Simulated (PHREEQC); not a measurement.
Consider water at 55 °C with 5.4 mmol/kgw CsOH, 0.00035 mmol/kgw H4SiO4 and 2.7 mmol/kgw (CH3)4NCl. Closed to the air; pH follows from the charge balance.

All values are PHREEQC results (ion-association model, wateq4f.dat), not measurements.

```
Property                    Value
----------------  ---------------
pH                          10.84
ionic strength    0.00810 mol/kgw
total alkalinity      5.40 meq/kg
```

| species | molality | activity | log γ |
|---|---|---|---|
| OH- | 0.00540 | 0.00488 | -0.044 |
| Cs+ | 0.00540 | 0.00489 | -0.043 |
| Cl- | 0.00270 | 0.00244 | -0.044 |
| (CH3)4N+ | 0.00270 | 0.00244 | -0.043 |
| H3SiO4- | 3.27e-7 | 2.96e-7 | -0.043 |
| H4SiO4 | 1.22e-8 | 1.22e-8 | 0.001 |
| H2SiO4-2 | 1.05e-8 | 7.15e-9 | -0.167 |

No solid was allowed to form. Species that the database lacks are ignored. (CH3)4N+ isn't in the database: it is added as a free cation with an ion size of 4 Å. Away from 25 °C the constants follow the database's enthalpies or fits; those with neither stay at their 25 °C values.
